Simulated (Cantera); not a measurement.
# Stirred combustor or abatement burner

A perfectly stirred reactor is fed with 5.42 % CH3OH, 19.8 % O2, 74.8 % N2, equivalence ratio 0.41, at 1.28 atm; it is adiabatic with a 650 K inlet, and is followed from long to short residence time, starting on the burning branch (τ in s: 0.029, 0.014, 0.0066, 0.0032, 0.0015, 0.00073, 0.00035, 0.00017, 8.1e-05, 3.9e-05).

Detailed kinetics in Cantera: GRI-Mech 3.0 (53 species, 325 reactions). GRI-Mech 3.0 was tuned for natural gas; its chemistry of methanol as a main component is partial and can be far from experiment.

```tsv
τ (s)	T (K)	x CH3OH	x O2	x N2O	x C2H4	x HCO	x NO2	x NO
0.029	1635	1.23e-5	0.114	9.36e-7	<1e-12	7.58e-8	2.18e-8	2.84e-6
0.014	1630	2.02e-5	0.114	1.01e-6	1.37e-12	1.56e-7	1.85e-8	2.34e-6
0.0066	1621	3.42e-5	0.114	9.95e-7	4.74e-12	3.30e-7	1.41e-8	1.76e-6
0.0032	1608	5.85e-5	0.115	8.99e-7	1.74e-11	6.78e-7	1.01e-8	1.20e-6
0.0015	1582	0.000115	0.116	7.27e-7	8.03e-11	1.44e-6	6.70e-9	6.55e-7
0.00073	650	0.0542	0.198	<1e-12	<1e-12	<1e-12	<1e-12	<1e-12
0.00035	650	0.0542	0.198	<1e-12	<1e-12	<1e-12	<1e-12	<1e-12
0.00017	650	0.0542	0.198	<1e-12	<1e-12	<1e-12	<1e-12	<1e-12
8.1e-5	650	0.0542	0.198	<1e-12	<1e-12	<1e-12	<1e-12	<1e-12
3.9e-5	650	0.0542	0.198	<1e-12	<1e-12	<1e-12	<1e-12	<1e-12
```
x: mole fraction; the columns are a selection and need not sum to one.
